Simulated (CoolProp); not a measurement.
Vapour-liquid equilibrium of propane (1) + R227EA (2) at 248.3 K; x and y are mole fractions of (1).

The numbers come from the multi-fluid Helmholtz-energy mixture model, Lemmon 2009 and Lemmon 2016; pair parameters Bell 2016 in CoolProp.

```json
[
 {"x": "0.05", "bubble pressure (MPa)": "0.1013", "y at the bubble point": "0.340", "dew pressure at overall composition x (MPa)": "0.07253", "liquid density (mol/L)": "9.355"},
 {"x": "0.2", "bubble pressure (MPa)": "0.1656", "y at the bubble point": "0.636", "dew pressure at overall composition x (MPa)": "0.08510", "liquid density (mol/L)": "9.680"},
 {"x": "0.35", "bubble pressure (MPa)": "0.1948", "y at the bubble point": "0.716", "dew pressure at overall composition x (MPa)": "0.1027", "liquid density (mol/L)": "10.05"},
 {"x": "0.5", "bubble pressure (MPa)": "0.2067", "y at the bubble point": "0.750", "dew pressure at overall composition x (MPa)": "0.1289", "liquid density (mol/L)": "10.48"},
 {"x": "0.65", "bubble pressure (MPa)": "0.2125", "y at the bubble point": "0.775", "dew pressure at overall composition x (MPa)": "0.1705", "liquid density (mol/L)": "11.01"},
 {"x": "0.8", "bubble pressure (MPa)": "0.2160", "y at the bubble point": "0.817", "dew pressure at overall composition x (MPa)": "0.2153", "liquid density (mol/L)": "11.65"},
 {"x": "0.95", "bubble pressure (MPa)": "0.2115", "y at the bubble point": "0.925", "dew pressure at overall composition x (MPa)": "0.2094", "liquid density (mol/L)": "12.42"}
]
```

y crosses x between x = 0.8 and 0.95: the model has an azeotrope there.

The pair parameters rest on a limited set of measurements; away from them the model extrapolates. With so large a gap from Raoult's law the liquid may split in two, which this calculation doesn't test in full.
